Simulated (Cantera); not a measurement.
A closed system holds: 1 mol MgSO4, 7.6 mol O2, equilibrated at 625 K and 0.0100 bar.

Cantera equilibrium calculation (NASA polynomials, part measured and part estimated; ideal gas, pure solids and liquids). Candidate condensed phases: Mg, MgO, MgS, MgSO4, S; 14 gas species. Equilibrium is a limit: real reactors are often held back by kinetics, nucleation or transport.

Base state: O2 1.00 (mole fractions); condensed: MgSO4(s).

**Question.** What changes in the equilibrium state with this change: temperature from 625 K to 2075 K?

**Answer.** 
```csv
species,before,after
O2,1.00,0.880
SO2,<1e-9,0.109
O,<1e-9,0.0109
Mg,<1e-9,2.27e-5
SO,<1e-9,0.000332
SO3,<1e-9,4.68e-5
"MgSO4(s), mol",1.00,0
"MgO(s), mol",0,1.000
```
